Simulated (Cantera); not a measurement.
Input (Python, Cantera):

```python
import numpy as np
import cantera as ct

gas = ct.Solution("gri30.yaml")
gas.TPX = 1275, 13332, {'N2O': 1, 'H2O': 0.012}
reactor = ct.IdealGasConstPressureReactor(gas, energy="off", clone=False)
net = ct.ReactorNet([reactor])
net.rtol, net.atol = 1e-08, 1e-18
show = ['N2O', 'H2O', 'OH', 'NO2', 'O2']
times = np.geomspace(4e-06, 30, 15)

steps = ct.SolutionArray(gas, extra=["t"])
rows = []
print(f"{'t/s':>10s}{'T/K':>9s}{'P/Pa':>11s}" + "".join(f"{s:>11s}" for s in show))
for t in times:
    while net.time < t:
        t_next = net.step()
        steps.append(gas.state, t=t_next)
    rows.append([np.interp(t, steps.t, y) for y in (steps.T, steps.P, *steps(*show).X.T)])
    print(f"{t:10.3e}{rows[-1][0]:9.1f}{rows[-1][1]:11.4g}" + "".join(f"{x:11.3e}" for x in rows[-1][2:]))
rate = np.gradient(steps.T, steps.t)
print("integrator steps:", len(steps.t))
if steps.T.max() > steps.T[0] + 200:
    print(f"time of steepest temperature rise: {steps.t[rate.argmax()]:.4e} s")
gas.TPX = 1275, 13332, {'N2O': 1, 'H2O': 0.012}
gas.equilibrate("TP")
print(f"equilibrium (TP): T = {gas.T:.1f} K  " + "  ".join(f"{s} {gas[s].X[0]:.3e}" for s in show))
```

Output:

```
       t/s      T/K       P/Pa        N2O        H2O         OH        NO2         O2
 4.000e-06   1275.0  1.333e+04  9.881e-01  1.186e-02  1.040e-09  4.561e-17  3.063e-08
 1.239e-05   1275.0  1.333e+04  9.881e-01  1.186e-02  9.212e-09  3.592e-15  2.719e-07
 3.839e-05   1275.0  1.333e+04  9.881e-01  1.186e-02  7.049e-08  2.208e-13  2.093e-06
 1.189e-04   1275.0  1.333e+04  9.881e-01  1.186e-02  3.890e-07  1.004e-11  1.179e-05
 3.684e-04   1275.0  1.333e+04  9.880e-01  1.186e-02  1.417e-06  6.940e-10  4.615e-05
 1.141e-03   1275.0  1.333e+04  9.876e-01  1.185e-02  3.833e-06  5.813e-08  1.532e-04
 3.536e-03   1275.0  1.333e+04  9.864e-01  1.184e-02  8.164e-06  2.619e-06  4.864e-04
 1.095e-02   1275.0  1.333e+04  9.828e-01  1.183e-02  1.347e-05  3.118e-05  1.527e-03
 3.394e-02   1275.0  1.333e+04  9.717e-01  1.178e-02  1.740e-05  1.407e-04  4.726e-03
 1.051e-01   1275.0  1.333e+04  9.384e-01  1.165e-02  2.091e-05  3.276e-04  1.437e-02
 3.257e-01   1275.0  1.333e+04  8.451e-01  1.128e-02  2.353e-05  4.211e-04  4.170e-02
 1.009e+00   1275.0  1.333e+04  6.239e-01  1.040e-02  2.400e-05  3.661e-04  1.067e-01
 3.126e+00   1275.0  1.333e+04  2.764e-01  9.023e-03  2.208e-05  2.255e-04  2.092e-01
 9.684e+00   1275.0  1.333e+04  3.884e-02  8.083e-03  1.604e-05  1.424e-04  2.805e-01
 3.000e+01   1275.0  1.333e+04  7.450e-04  7.938e-03  4.803e-06  3.050e-04  2.927e-01
integrator steps: 1637
equilibrium (TP): T = 1275.0 K  N2O 8.700e-09  H2O 7.934e-03  OH 4.092e-06  NO2 2.129e-06  O2 3.305e-01
```

Model: GRI-Mech 3.0 (53 species, 325 reactions), integrated in Cantera. GRI-Mech 3.0 was tuned for natural gas; its chemistry of N2O as a main component is partial and can be far from experiment. The mechanism lacks the step 2 NO + O2 → 2 NO2, which can matter for NO2 below about 1400 K. The temperature is held fixed by assumption; the heat of reaction is taken as removed at once.
